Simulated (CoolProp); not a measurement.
A closed Brayton cycle with nitrogen: compressor inlet 311.15 K and 6.4 MPa, high pressure 14 MPa, turbine inlet 820 K, compressor efficiency 0.8, turbine efficiency 0.9, recuperator effectiveness 0 (on enthalpy, no pinch check). Each further row changes one setting.

The numbers come from the reference Helmholtz-energy equation of state, Span 2000 in CoolProp.

```json
[
 {"case": "as stated", "thermal efficiency (%)": "…", "net work (kJ/kg)": "56.7", "compressor to turbine work": "0.65", "compressor exit (K)": "409.6", "turbine exit (K)": "680.2"},
 {"case": "turbine inlet 770 K", "thermal efficiency (%)": "11.6", "net work (kJ/kg)": "46.8", "compressor to turbine work": "…", "compressor exit (K)": "409.6", "turbine exit (K)": "…"},
 {"case": "compressor inlet 321.15 K", "thermal efficiency (%)": "11.9", "net work (kJ/kg)": "53.0", "compressor to turbine work": "0.67", "compressor exit (K)": "422.7", "turbine exit (K)": "680.2"},
 {"case": "high pressure 11.9 MPa", "thermal efficiency (%)": "10.3", "net work (kJ/kg)": "49.7", "compressor to turbine work": "0.62", "compressor exit (K)": "387.2", "turbine exit (K)": "707.2"},
 {"case": "recuperator effectiveness 0.5", "thermal efficiency (%)": "18.1", "net work (kJ/kg)": "56.7", "compressor to turbine work": "0.65", "compressor exit (K)": "409.6", "turbine exit (K)": "680.2"}
]
```

Task: Some entries are withheld; supply them.

Result: 
- as stated, thermal efficiency (%): 12.3
- turbine inlet 770 K, compressor to turbine work: 0.69
- turbine inlet 770 K, turbine exit (K): 637.4
